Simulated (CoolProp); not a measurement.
Methanol at 326.36 K and 0.0438 MPa is throttled through a valve to 0.0289 MPa with no heat exchange. Each further row changes one setting.

Computed with CoolProp (reference Helmholtz-energy equation of state, de Reuck 1993).

| case | temperature change (K) | final density (kg/m³) |
|---|---|---|
| as stated | ___ | 0.351 |
| outlet pressure 0.00867 MPa | -8.7 | ___ |
| outlet pressure 0.0376 MPa | -1.7 | ___ |

Complete the blanks.


- as stated, temperature change (K): -4.0
- outlet pressure 0.00867 MPa, final density (kg/m³): 0.106
- outlet pressure 0.0376 MPa, final density (kg/m³): 0.455
